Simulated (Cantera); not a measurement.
Cantera run, input and output.

```python
import numpy as np
import cantera as ct

surf = ct.Interface("diamond.yaml", "diamond_100")
gas, bulk = surf.adjacent["gas"], surf.adjacent["diamond"]
k = surf.kinetics_species_index(bulk.species_names[0])
cover = ["c6HH", "c6H*", "c6*H", "c6**", "c6HM", "c6B"]

rows, drift = [], 0.0
print(f"{'T':>10s}{'um/h':>11s}" + "".join(f"{s:>11s}" for s in cover))
for v in [925, 1000, 1075, 1150, 1225, 1300, 1375]:
    T, P, xH, xCH3 = v, 1800, 0.0065, 0.0011
    gas.TPX = T, P, {"H": xH, "CH3": xCH3, "CH4": 0.023, "H2": 1 - xH - xCH3 - 0.023}
    surf.TP = bulk.TP = T, P
    surf.coverages = "c6H*:0.1, c6HH:0.9"
    surf.advance_coverages(100.0)
    before = surf.coverages
    surf.advance_coverages(100.0)
    drift = max(drift, np.max(np.abs(surf.coverages - before) / (surf.coverages + 1e-9)))
    rate = surf.net_production_rates[k] * bulk.mean_molecular_weight / bulk.density * 3.6e9
    rows.append([rate, *surf[cover].coverages])
    print(f"{v:10.4g}{rate:11.4e}" + "".join(f"{x:11.3e}" for x in rows[-1][1:]))
```

Output:

```
         T       um/h       c6HH       c6H*       c6*H       c6**       c6HM        c6B
       925 6.0522e+00  5.771e-01  1.055e-02  2.709e-01  4.510e-03  1.075e-01  1.642e-08
      1000 8.5797e+00  5.366e-01  1.640e-02  3.353e-01  8.349e-03  7.536e-02  2.328e-08
      1075 9.1266e+00  4.997e-01  2.371e-02  3.985e-01  1.413e-02  4.296e-02  2.477e-08
      1150 6.1739e+00  4.638e-01  3.218e-02  4.559e-01  2.207e-02  1.552e-02  1.675e-08
      1225 3.7341e+00  4.226e-01  4.070e-02  4.964e-01  3.157e-02  3.933e-03  1.013e-08
      1300 3.2448e+00  3.825e-01  4.889e-02  5.221e-01  4.222e-02  9.212e-04  8.805e-09
      1375 3.1866e+00  3.478e-01  5.676e-02  5.387e-01  5.396e-02  2.157e-04  8.647e-09
```

Computed with Cantera and the Harris–Goodwin 1993 mechanism for the reconstructed diamond (100) surface.
